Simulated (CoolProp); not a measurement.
Properties of ammonia along the isotherm 160.15 °C.

Model: reference Helmholtz-energy equation of state, Gao 2020, in CoolProp.

| p (bar) | phase | Z | cp (kJ/(kg K)) | isothermal compressibility (1/MPa) | expansivity (1/kK) | viscosity (µPa s) |
|---|---|---|---|---|---|---|
| 71 | gas | 0.7945 | 3.662 | 0.1826 | 4.994 | 15.7 |
| 142 | supercritical | 0.4994 | 10.07 | 0.1774 | 19.85 | 20.3 |
| 213 | supercritical | 0.3068 | [?] | 0.04068 | 14.39 | 40.3 |
| 284 | supercritical | 0.3465 | 6.646 | 0.01439 | 7.121 | 49.1 |
| 355 | supercritical | [?] | 5.764 | [?] | 5.069 | 54.6 |
| 426 | supercritical | 0.4568 | 5.320 | 0.006106 | 4.074 | 58.9 |
| 497 | supercritical | 0.5130 | 5.047 | [?] | 3.474 | 62.4 |
| 568 | supercritical | 0.5687 | 4.858 | [?] | 3.066 | 65.6 |

Question: Fill in the missing entries.

Answer: 
- 213, cp (kJ/(kg K)): 9.552
- 355, Z: 0.4006
- 355, isothermal compressibility (1/MPa): 0.008579
- 497, isothermal compressibility (1/MPa): 0.004746
- 568, isothermal compressibility (1/MPa): 0.003886

The peak of cp marks the crossing from liquid-like to gas-like fluid above the critical point.

Viscosity comes from a separate model (Fenghour 1995).
